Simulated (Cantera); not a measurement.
A Cantera script and its output.

```python
import numpy as np
import cantera as ct

gas = ct.Solution("gri30.yaml")


def delay(T, t_max=10):
    gas.TPX = T, 250000, {'CH4': 1, 'H2': 0.21, 'O2': 0.86, 'N2': 4.4}
    reactor = ct.IdealGasReactor(gas, clone=False)
    net = ct.ReactorNet([reactor])
    net.rtol, net.atol = 1e-8, 1e-16
    while net.time < t_max:
        t_old, T_old = net.time, reactor.T
        net.step()
        if reactor.T > T + 400:  # ignition: a rise of 400 K
            return t_old + (T + 400 - T_old) / (reactor.T - T_old) * (net.time - t_old)
    return np.nan


taus = []
for T in [850, 925, 1000, 1075, 1150, 1225]:
    taus.append(delay(T))
    print(f"T0 = {T:6g} K   tau = {taus[-1]:.4e} s")
```

Output:

```
T0 =    850 K   tau = 1.3304e+00 s
T0 =    925 K   tau = 1.4305e-01 s
T0 =   1000 K   tau = 4.2099e-02 s
T0 =   1075 K   tau = 2.0471e-02 s
T0 =   1150 K   tau = 1.0691e-02 s
T0 =   1225 K   tau = 5.5029e-03 s
```

Computed with Cantera and GRI-Mech 3.0 (53 species, 325 reactions). Below about 1000 K GRI-Mech 3.0 lacks low-temperature oxidation paths. Below about 950 K walls govern HO2 and H2O2 in real vessels.
